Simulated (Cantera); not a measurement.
Feed: 1 mol TiCl₄, 0.98 mol H₂O, equilibrated at 10.0 mbar.

These are equilibrium values from Cantera (NASA tables, ideal gas, pure condensed phases), not measurements of a reactor. Candidate condensed phases: H₂O, Ti, TiCl₂, TiCl₃, TiCl₄, TiO, TiO₂, Ti₂O₃, Ti₃O₅, Ti₄O₇; 23 gas species. The tables' values for TiCl₂, TiOCl are old estimates; treat these amounts as uncertain. Condensed phases not in the tables: Magnéli phases beyond Ti₄O₇, TiOCl. Equilibrium is a limit: real reactors are often held back by kinetics, nucleation or transport.

x: gas mole fraction; n: condensed amount in mol.

```
T (K)  x HCl      x Cl  x TiCl₄   x TiCl₃  x TiOCl₂   x TiCl₂  n TiO₂(rutile)  n Ti₄O₇(l)
-----  -----  --------  -------  --------  --------  --------  --------------  ----------
1175   0.793  0.000198    0.206  0.000220   8.21e-8  8.21e-11           0.490           0
1275   0.793         …    0.205         …         …   2.37e-9           0.490           0
1375   0.791   0.00267    0.203   0.00278   7.15e-6   4.22e-8           0.490           0
1475   0.787   0.00739    0.197   0.00759   4.15e-5   5.12e-7           0.490           0
1575   0.779    0.0176    0.185    0.0179  0.000188   4.53e-6           0.490           0
1675   0.763    0.0365    0.162    0.0366  0.000682   3.09e-5           0.489           0
1775   0.739    0.0655    0.127    0.0649   0.00200  0.000169           0.487           0
1875   0.709     0.101   0.0845    0.0978   0.00473  0.000763           0.483           0
1975   0.655         …        …    0.0934         …   0.00154               0       0.136
2075   0.629     0.215   0.0237     0.109    0.0114   0.00548               0       0.135
```

Task: Complete the blanks.

Result: 
- 1275, x Cl: 0.000807
- 1275, x TiCl₃: 0.000865
- 1275, x TiOCl₂: 9.18e-7
- 1975, x Cl: 0.189
- 1975, x TiCl₄: 0.0492
- 1975, x TiOCl₂: 0.00889
